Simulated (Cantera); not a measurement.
A closed system holds: 1 mol Si, 2 mol Cl₂, 0.5 mol H₂, at 527 °C and 18800 Torr.

Method: chemical equilibrium by Gibbs-energy minimisation in Cantera with the NASA 1993 tables (ideal gas, pure condensed phases). Candidate condensed phases: Si; 19 gas species. Kinetics and transport are ignored.

Q: What is the equilibrium state?

A: 
- x(SiCl₄) = 0.653
- x(H₂) = 0.320
- x(HCl) = 0.0138
- x(SiHCl₃) = 0.0137
- x(SiH₂Cl₂) = 2.33e-5
- x(SiCl₃) = 3.36e-6
- gas amount = 1.500 mol
- log10 activity of Si(s) (absent) = -5.50
